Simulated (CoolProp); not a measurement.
Vapour-liquid equilibrium of carbon dioxide (1) + R134a (2) at 255.3 K; x and y are mole fractions of (1).

The numbers come from the multi-fluid Helmholtz-energy mixture model, Span 1996 and Tillner-Roth 1994; pair parameters Bell 2016 in CoolProp.

Problem. Give the bubble pressure and the first vapour's composition at x = 0.15, 0.45, 0.55. Is there an azeotrope?

Solution. x = 0.15: 0.3888 MPa, y = 0.662; x = 0.45: 0.9713 MPa, y = 0.899; x = 0.55: 1.168 MPa, y = 0.927. No azeotrope shows between x = 0.05 and 0.95.

Pair parameters are fitted to limited data, so mixtures are less certain than the pure fluids.
